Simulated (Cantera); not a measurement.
A freely propagating, adiabatic, planar premixed flame of 41.7 % H2, 14.9 % O2, 43.4 % N2, unburnt at 575 K and 3.60 bar; mixture-averaged transport, grid criteria slope 0.08 and curve 0.16, no radiation.

Computed with Cantera and the H2/O2 subset of GRI-Mech 3.0, which has no nitrogen chemistry. The hydrogen kinetics of GRI-Mech 3.0 are dated; newer H2 mechanisms differ, most at raised pressure. Burning velocities carry a grid error of a few per cent, more on coarse grids.

Problem. Predict: laminar burning velocity; thermal thickness; peak x(O); peak x(HO2); peak x(OH).

Solution. 
```json
{
  "laminar_burning_velocity": "1050 cm/s",
  "thermal_thickness": "0.0810 mm",
  "peak x(O)": "0.00830",
  "peak x(HO2)": "0.000877",
  "peak x(OH)": "0.0178"
}
```
